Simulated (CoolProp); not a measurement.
Vapour-liquid equilibrium of n-octane (1) + p-xylene (2) at 298.8 K; x and y are mole fractions of (1).

The numbers come from the multi-fluid Helmholtz-energy mixture model, Beckmüller 2019 and Zhou 2012; pair parameters Bell 2016 in CoolProp.

```tsv
x	bubble pressure (kPa)	y at the bubble point	dew pressure at overall composition x (kPa)	liquid density (mol/L)
0.05	1.301	0.106	1.259	7.939
0.15	1.432	0.266	1.335	7.701
0.25	1.535	0.386	1.418	7.475
0.35	1.620	0.483	1.504	7.261
0.45	1.692	0.568	1.592	7.059
0.55	1.753	0.646	1.677	6.866
0.65	1.806	0.722	1.756	6.684
0.75	1.853	0.799	1.824	6.510
0.85	1.893	0.877	1.880	6.344
0.95	1.928	0.958	1.925	6.186
```

No azeotrope shows between x = 0.05 and 0.95.

Pair parameters are fitted to limited data, so mixtures are less certain than the pure fluids.
